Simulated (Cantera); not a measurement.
## Si + CO₂ + H₂ (thermal oxidation and active oxidation of silicon)

Input: 1 mol Si, 3 mol CO₂, 1.8 mol H₂, equilibrated at 0.0578 Torr.

These are equilibrium values from Cantera (NASA tables, ideal gas, pure condensed phases), not measurements of a reactor. Candidate condensed phases: C, C₆H₆, C₇H₈, C₈H₁₈, H₂O, Si, SiC, SiO₂; 123 gas species. The tables hold silica as quartz up to 1696 K and as liquid above; real silica turns to tridymite and cristobalite and melts near 1996 K. The numbers say what is thermodynamically allowed, not how fast it happens.

From 1273 K to 1623 K the condensed part is SiO₂(β-quartz). The main Si-bearing gas is SiO throughout.

```tsv
T (K)	x CO	x H₂	x H₂O	x CO₂	n SiO₂(β-quartz)
1273	0.515	0.277	0.0981	0.110	1.00
1323	0.519	0.272	0.103	0.106	1.000
1373	0.524	0.268	0.107	0.101	1.000
1423	0.527	0.264	0.111	0.0976	1.000
1473	0.531	0.260	0.114	0.0941	1.000
1523	0.534	0.257	0.117	0.0909	1.000
1573	0.536	0.253	0.120	0.0881	0.998
1623	0.537	0.249	0.123	0.0857	0.994
```
x: gas mole fraction; n: condensed amount in mol.
